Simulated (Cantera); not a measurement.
Mixture: CH₄ : O₂ : N₂ = 1 : 3.12 : 11.8 (molar parts), equivalence ratio 0.64, at 1580 Torr, adiabatic and at constant volume. Ignition delay is the time to a rise of 400 K.

Detailed kinetics in Cantera: GRI-Mech 3.0 (53 species, 325 reactions).

**Question.** What does this change do: pressure from 1580 Torr to 2330 Torr?

**Answer.** 
```tsv
quantity	before	after
delay at 1225 K	12.9 ms	8.99 ms
delay at 1325 K	3.61 ms	2.59 ms
delay at 1425 K	1.16 ms	0.844 ms
delay at 1525 K	0.425 ms	0.312 ms
delay at 1625 K	0.180 ms	0.131 ms
delay at 1725 K	86.1 µs	61.9 µs
delay at 1825 K	45.7 µs	32.4 µs
apparent activation energy between 1625 and 1825 K	170 kJ/mol	170 kJ/mol
```

**Question.** What does this change do: CH4 1 to 0.49 parts?

**Answer.** 
```json
[
 {"quantity": "delay at 1225 K", "before": "12.9 ms", "after": "9.28 ms"},
 {"quantity": "delay at 1325 K", "before": "3.61 ms", "after": "2.66 ms"},
 {"quantity": "delay at 1425 K", "before": "1.16 ms", "after": "0.899 ms"},
 {"quantity": "delay at 1525 K", "before": "0.425 ms", "after": "0.359 ms"},
 {"quantity": "delay at 1625 K", "before": "0.180 ms", "after": "0.165 ms"},
 {"quantity": "delay at 1725 K", "before": "86.1 µs", "after": "84.9 µs"},
 {"quantity": "delay at 1825 K", "before": "45.7 µs", "after": "47.7 µs"},
 {"quantity": "apparent activation energy between 1625 and 1825 K", "before": "170 kJ/mol", "after": "150 kJ/mol"}
]
```
